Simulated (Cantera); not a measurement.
A perfectly stirred reactor is fed with CH3OH : O2 : N2 = 0.0039 : 0.034 : 1 (molar parts), equivalence ratio 0.17, at 1.01 bar; it is held at 1598 K, and followed from long to short residence time.

Model: GRI-Mech 3.0 (53 species, 325 reactions), integrated in Cantera. GRI-Mech 3.0 was tuned for natural gas; its chemistry of methanol as a main component is partial and can be far from experiment.

Q: What does this change do: 0.098 parts CH4 added?

A: 
```json
[
 {"quantity": "x(CH3OH) at τ = 20.0 s", "before": "3.58e-8", "after": "5.18e-8"},
 {"quantity": "x(O2) at τ = 20.0 s", "before": "0.0271", "after": "9.71e-6"},
 {"quantity": "x(HCO) at τ = 20.0 s", "before": "2.66e-11", "after": "9.47e-10"},
 {"quantity": "x(C2H4) at τ = 20.0 s", "before": "<1e-12", "after": "0.000227"},
 {"quantity": "x(CH3) at τ = 20.0 s", "before": "2.34e-10", "after": "1.89e-5"},
 {"quantity": "x(CH3OH) at τ = 0.200 s", "before": "7.99e-7", "after": "4.95e-6"},
 {"quantity": "x(O2) at τ = 0.200 s", "before": "0.0270", "after": "0.000869"},
 {"quantity": "x(HCO) at τ = 0.200 s", "before": "2.67e-9", "after": "6.66e-9"},
 {"quantity": "x(C2H4) at τ = 0.200 s", "before": "<1e-12", "after": "0.000485"},
 {"quantity": "x(CH3) at τ = 0.200 s", "before": "1.57e-9", "after": "0.000139"}
]
```
GRI-Mech 3.0 stops at C3 and has no aromatics, soot or wall deposition, so with more carbon than oxygen in the feed, carbon stays in small species such as C2H2 where larger ones or solid carbon would form. The temperature is held fixed by assumption; the heat of reaction is taken as removed at once.
